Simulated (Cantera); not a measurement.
Input: 1 mol MgO, a varied amount of HF, 7.4 mol H₂, held at 2100 Pa.

Cantera equilibrium calculation (NASA polynomials, part measured and part estimated; ideal gas, pure solids and liquids). Candidate condensed phases: H₂O, Mg, MgF₂, MgO, Mg(OH)₂; 31 gas species. Mutual solubility and eutectic melting of coexisting phases are not modelled. Kinetics and transport are ignored.

Stable condensed phases, one row left out:

```
T in °C \ n(HF) in mol
         2.9 4.1   6 8.6  12  18  26  37
   1125    A   A   B   B   B   B   B   B
   1075    A   A   B   B   B   B   B   B
   1025    A   B   B   B   B   B   B   B
    925    B   B   B   B   B   B   B   B
    875    B   B   B   B   B   B   B   B
    825    B   B   B   B   B   B   B   B
    775    B   B   B   B   B   B   B   B
    725    B   B   B   B   B   B   B   B
    675    B   B   B   B   B   B   B   B
    625    B   B   B   B   B   B   B   B
    575    B   B   B   B   B   B   B   B
    525    B   B   B   B   B   B   B   B
    475    B   B   B   B   B   B   B   B
```

A: MgF₂ + MgO; B: MgF₂.

Question: Give the row for 975 °C.

Answer: 2.9: MgF₂ + MgO; 4.1: MgF₂; 6: MgF₂; 8.6: MgF₂; 12: MgF₂; 18: MgF₂; 26: MgF₂; 37: MgF₂.
